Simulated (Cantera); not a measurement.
A freely propagating, adiabatic, planar premixed flame of CH₄ : C₂H₆ : O₂ : N₂ : CO₂ = 1 : 1.1 : 5.85 : 18.7 : 1.3 (molar parts), equivalence ratio 1.0, unburnt at 350 K and 100.0 Torr; mixture-averaged transport, grid criteria slope 0.08 and curve 0.16, no radiation.

Cantera simulation using GRI-Mech 3.0 (53 species, 325 reactions); the numbers are that mechanism's predictions, not measurements. Burning velocities carry a grid error of a few per cent, more on coarse grids.

Task: What does this change do: CO2 1.3 to 0.98 parts?

Result: 
```
quantity                     before      after
------------------------  ---------  ---------
laminar burning velocity  71.6 cm/s  75.5 cm/s
thermal thickness           2.16 mm    2.08 mm
peak x(C₂H₄)                0.00308    0.00310
peak x(C₂H)                 9.26e-7    1.06e-6
peak x(CO)                   0.0694     0.0698
```

Task: What does this change do: inlet temperature 350 to 300 K?

Result: 
```
quantity                     before      after
------------------------  ---------  ---------
laminar burning velocity  71.6 cm/s  57.4 cm/s
thermal thickness           2.16 mm    2.23 mm
peak x(C₂H₄)                0.00308    0.00295
peak x(C₂H)                 9.26e-7    7.89e-7
peak x(CO)                   0.0694     0.0682
```
